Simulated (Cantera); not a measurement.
Input: 1 mol SiH2Cl2, 1.6 mol NH3, 2.4 mol H2, at 975 °C and 0.100 bar.

Method: chemical equilibrium by Gibbs-energy minimisation in Cantera with the NASA 1993 tables (ideal gas, pure condensed phases). The tables' values for SiCl3 are old estimates; treat these amounts as uncertain. The numbers say what is thermodynamically allowed, not how fast it happens.

```
species          before     after
-------------  --------  --------
H2                0.709     0.717
HCl               0.258     0.245
N2               0.0247    0.0268
SiCl4           0.00668    0.0109
SiCl2          0.000313   4.76e-7
SiCl3          0.000538   1.47e-5
SiHCl3         0.000646  0.000226
Si3N4(s), mol     0.314     0.308
```
Gas species are given as mole fractions.

**Question.** What was changed between the two runs?
A. temperature from 975 °C to 727 °C
B. temperature from 975 °C to 1702 °C
C. NH3 from 1.6 to 0.11 mol
D. pressure from 0.100 bar to 10.0 mbar

**Answer.** A, temperature from 975 °C to 727 °C
